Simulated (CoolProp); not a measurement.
Model: reference Helmholtz-energy equation of state, Wagner 2002, in CoolProp.

**Question.** For water, give the phase and the cp (kJ/(kg K)), cv (kJ/(kg K)), viscosity (µPa s) at 381.55 °C and 0.263 MPa; 381.55 °C and 2.06 MPa.

**Answer.** 
- 381.55 °C and 0.263 MPa: gas; cp 2.07, cv 1.60, viscosity 23.7
- 381.55 °C and 2.06 MPa: gas; cp 2.21, cv 1.66, viscosity 23.6

Viscosity comes from a separate model (Huber 2009).
